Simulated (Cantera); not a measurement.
Ignition delay

Mixture: 2.84 % CH4, 0.767 % C2H6, 1.36 % C3H8, 20.0 % O2, 75.0 % N2, at 0.829 atm, adiabatic and at constant pressure. Ignition delay is the time to a rise of 400 K.

Computed with Cantera and GRI-Mech 3.0 (53 species, 325 reactions). GRI-Mech 3.0 was tuned for natural gas; its chemistry of propane as a main component is partial and can be far from experiment. Where the delays flatten at high temperature, the 400 K rule measures the pace of heat release, not the induction time.

```tsv
T0 (K)	delay (ms)
1323	0.579
1398	0.249
1473	0.123
1548	0.0687
1623	0.0424
1698	0.0283
1773	0.0201
1848	0.0151
1923	0.0117
1998	0.00945
```

| Item | Result |
|---|---|
| apparent activation energy between 1848 and 1998 K | 95 kJ/mol |
